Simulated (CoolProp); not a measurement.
Vapour-liquid equilibrium of R125 (1) + R134a (2) at 0.409 bar; x and y are mole fractions of (1).

Values from CoolProp's multi-fluid Helmholtz-energy mixture model, Lemmon 2005 and Tillner-Roth 1994; pair parameters Lemmon 2004.

| x | bubble temperature (K) | y at the bubble point | dew temperature at overall composition x (K) | liquid density (mol/L) |
|---|---|---|---|---|
| 0.05 | 227.1 | 0.140 | 228.3 | ? |
| 0.2 | ? | 0.442 | 226.3 | 13.88 |
| 0.35 | 218.7 | ? | 224.0 | 13.76 |
| 0.5 | ? | 0.765 | ? | 13.62 |
| 0.65 | 213.0 | 0.859 | 218.4 | 13.47 |
| 0.8 | ? | 0.929 | 214.7 | 13.32 |
| 0.95 | 208.8 | 0.984 | ? | ? |

Complete the blanks.


- 0.05, liquid density (mol/L): 13.99
- 0.2, bubble temperature (K): 222.4
- 0.35, y at the bubble point: 0.635
- 0.5, bubble temperature (K): 215.6
- 0.5, dew temperature at overall composition x (K): 221.4
- 0.8, bubble temperature (K): 210.8
- 0.95, dew temperature at overall composition x (K): 210.1
- 0.95, liquid density (mol/L): 13.16

No azeotrope shows between x = 0.05 and 0.95.

The pair parameters rest on a limited set of measurements; away from them the model extrapolates.
